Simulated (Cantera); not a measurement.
Charge: 1 mol SiC, 0.34 mol CO₂, 2.7 mol H₂, at 0.000520 bar.

These are equilibrium values from Cantera (NASA tables, ideal gas, pure condensed phases), not measurements of a reactor. Candidate condensed phases: C, C₆H₆, C₇H₈, C₈H₁₈, H₂O, Si, SiC, SiO₂; 123 gas species. Mutual solubility and eutectic melting of coexisting phases are not modelled. The tables hold silica as quartz up to 1696 K and as liquid above; real silica turns to tridymite and cristobalite and melts near 1996 K. The numbers say what is thermodynamically allowed, not how fast it happens.

x: gas mole fraction; n: condensed amount in mol.

| T (K) | x H₂ | x CO | x SiO | x H | x Si | x H₂O | x SiH | n SiC(s) | n SiO₂(β-quartz) |
|---|---|---|---|---|---|---|---|---|---|
| 1323 | 0.852 | 0.144 | 0.00336 | 6.42e-5 | ___ | 2.46e-6 | 4.61e-10 | 0.883 | 0.106 |
| 1348 | 0.848 | 0.145 | 0.00754 | 9.34e-5 | ___ | 2.74e-6 | 1.35e-9 | 0.879 | 0.0973 |
| 1373 | 0.837 | 0.146 | 0.0164 | 0.000134 | ___ | 3.01e-6 | 3.80e-9 | 0.869 | 0.0781 |
| 1398 | 0.817 | 0.149 | 0.0345 | 0.000188 | ___ | 3.27e-6 | 1.01e-8 | 0.849 | 0.0373 |
| 1423 | 0.799 | 0.151 | 0.0503 | 0.000260 | ___ | 2.99e-6 | 2.20e-8 | 0.830 | 0 |
| 1448 | 0.798 | 0.151 | 0.0503 | 0.000361 | ___ | 2.32e-6 | 3.96e-8 | 0.830 | 0 |
| 1473 | 0.798 | 0.151 | 0.0503 | 0.000496 | ___ | 1.81e-6 | 6.97e-8 | 0.830 | 0 |
| 1498 | 0.798 | 0.151 | 0.0503 | 0.000673 | ___ | 1.43e-6 | 1.20e-7 | 0.830 | 0 |
| 1523 | 0.798 | 0.151 | 0.0503 | 0.000905 | ___ | 1.14e-6 | 2.04e-7 | 0.830 | 0 |
| 1548 | 0.798 | 0.151 | 0.0503 | 0.00121 | ___ | 9.09e-7 | 3.41e-7 | 0.830 | 0 |
| 1573 | 0.797 | 0.151 | 0.0502 | 0.00159 | ___ | 7.33e-7 | 5.59e-7 | 0.830 | 0 |
| 1598 | 0.797 | 0.151 | 0.0502 | 0.00208 | ___ | 5.95e-7 | 9.02e-7 | 0.830 | 0 |
| 1623 | 0.796 | 0.151 | 0.0502 | 0.00270 | ___ | 4.86e-7 | 1.44e-6 | 0.830 | 0 |
| 1648 | 0.796 | 0.151 | 0.0502 | 0.00348 | ___ | 3.99e-7 | 2.25e-6 | 0.830 | 0 |

Question: Complete the blanks.

Answer: 
- 1323, x Si: 2.99e-9
- 1348, x Si: 1.00e-8
- 1373, x Si: 3.20e-8
- 1398, x Si: 9.75e-8
- 1423, x Si: 2.41e-7
- 1448, x Si: 4.85e-7
- 1473, x Si: 9.52e-7
- 1498, x Si: 1.83e-6
- 1523, x Si: 3.43e-6
- 1548, x Si: 6.32e-6
- 1573, x Si: 1.14e-5
- 1598, x Si: 2.02e-5
- 1623, x Si: 3.51e-5
- 1648, x Si: 6.01e-5
